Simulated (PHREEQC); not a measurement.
PHREEQC input (ion-association model, phreeqc.dat):

```
SOLUTION_SPECIES
  CO3-2 + 10 H+ + 8 e- = CH4 + 3 H2O  # shut off: no methane
    -log_k -100
    -delta_h 0
    -analytic -100
SOLUTION 1
  temp 25
  units mol/kgw
  pH 7 charge
  K 0.02
  Cl 0.072
  Mg 0.036
END
SELECTED_OUTPUT 1
  -reset false
  -pH true
  -pe true
  -ionic_strength true
  -water true
  -totals C Cl K Mg C(-4) C(4)
  -molalities H+ Mg+2 K+ Cl- CO3-2 OH- HCO3- CO2 (CO2)2 MgOH+
    MgCO3 MgHCO3+
  -saturation_indices Sylvite
USER_PUNCH 1
  -headings p_CO2(g) phi_CO2(g) p_H2O(g) phi_H2O(g) density
  10 PUNCH PR_P("CO2(g)"), PR_PHI("CO2(g)"), PR_P("H2O(g)"), PR_PHI("H2O(g)"), RHO
PRINT
  -reset false
USE solution 1
REACTION_TEMPERATURE 1
  80
GAS_PHASE 1
  -fixed_pressure
  -pressure 2
  -temperature 80
  -volume 20
  CO2(g) 2
  H2O(g) 0
END
# ... the last block is repeated for the other 12 points of P (atm)
```

Selected output (columns that matter, 12 of 13 rows; P (atm) added in front):

```
P (atm)	pH	mu	C	Cl	K	Mg	m_H+	m_Mg+2	si_Sylvite	p_CO2(g)	phi_CO2(g)	p_H2O(g)	phi_H2O(g)	density
2	6.1495	0.12154	0.038814	0.072542	0.020151	0.036271	8.8524e-07	0.032571	-4.2437	1.5302	0.99398	0.46979	0.98478	0.97614
5	5.6848	0.12148	0.074896	0.072475	0.020132	0.036238	2.5807e-06	0.032557	-4.2448	4.5208	0.98409	0.47917	0.96675	0.97653
10	5.3706	0.12149	0.13361	0.072476	0.020132	0.036238	5.3201e-06	0.032561	-4.2454	9.5047	0.96812	0.49526	0.93741	0.97719
20	5.0759	0.12157	0.24557	0.072517	0.020143	0.036258	1.0485e-05	0.03258	-4.2462	19.47	0.93693	0.5299	0.88011	0.97845
30	4.9132	0.12166	0.35003	0.072571	0.020159	0.036286	1.525e-05	0.032603	-4.2468	29.432	0.90659	0.56831	0.82446	0.97965
40	4.8034	0.12178	0.44686	0.072637	0.020177	0.036319	1.9635e-05	0.032631	-4.2473	39.389	0.87706	0.61113	0.77037	0.9808
75	4.5877	0.12235	0.72587	0.072984	0.020273	0.036492	3.2256e-05	0.032775	-4.2478	74.191	0.77994	0.80874	0.59257	0.98436
100	4.5056	0.12304	0.8713	0.073407	0.020391	0.036704	3.8968e-05	0.032952	-4.2462	98.981	0.71668	1.0189	0.47677	0.98651
150	4.4157	0.12549	1.0565	0.074927	0.020813	0.037464	4.7955e-05	0.033585	-4.2359	148.3	0.60914	1.7025	0.29363	0.99008
200	4.365	0.12829	1.1642	0.076661	0.021295	0.03833	5.3913e-05	0.034303	-4.2236	197.41	0.53264	2.5855	0.1992	0.9931
300	4.291	0.13208	1.3044	0.079037	0.021955	0.039518	6.3955e-05	0.03527	-4.2102	295.64	0.44698	4.3631	0.12538	0.99847
400	4.2289	0.13436	1.4053	0.080495	0.02236	0.040247	7.3753e-05	0.03584	-4.2058	393.92	0.40619	6.0778	0.095623	1.0034
```

At this temperature some constants are extrapolated from 25 °C, and those without enthalpy data are left unchanged.
